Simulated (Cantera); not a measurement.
# Counterflow diffusion flame

A counterflow diffusion flame at 0.730 bar, nozzles 20 mm apart: fuel side C₃H₈ = 1 (molar parts) at 575 K, oxidiser side O₂ : N₂ = 0.22 : 0.78 (molar parts) at 325 K, fuel mass flux 0.75 times the oxidiser's; mixture-averaged transport, no radiation.

Model: GRI-Mech 3.0 (53 species, 325 reactions), integrated in Cantera. GRI-Mech 3.0 was tuned for natural gas; its chemistry of propane as a main component is partial and can be far from experiment. GRI-Mech 3.0 has no aromatics or soot, which form on the fuel side of real flames. The maximum strain rate includes the flame's own expansion and is several times the mean.

```csv
oxidiser flux (kg/m²/s),max strain (1/s),mean strain (1/s),T max (K),peak x OH,peak x H,peak x NO,peak x CO,peak x C₂H₂
0.18,156,21.6,2056,0.00771,0.00486,0.000265,0.0706,0.0436
0.22,186,26.3,2047,0.00772,0.00505,0.000256,0.0705,0.0426
0.27,222,32.3,2035,0.00768,0.00523,0.000245,0.0702,0.0415
0.34,271,40.7,2022,0.00761,0.00543,0.000232,0.0700,0.0402
0.41,320,49.1,2011,0.00754,0.00558,0.000221,0.0699,0.0391
0.51,388,61.1,1998,0.00746,0.00577,0.000207,0.0699,0.0379
0.62,461,74.2,1987,0.00738,0.00593,0.000194,0.0699,0.0368
0.76,552,91.0,1975,0.00727,0.00608,0.000179,0.0700,0.0355
0.94,667,113,1960,0.00711,0.00621,0.000163,0.0702,0.0340
1.1,767,132,1949,0.00697,0.00629,0.000149,0.0704,0.0328
```
x: mole fraction; the columns are a selection and need not sum to one.
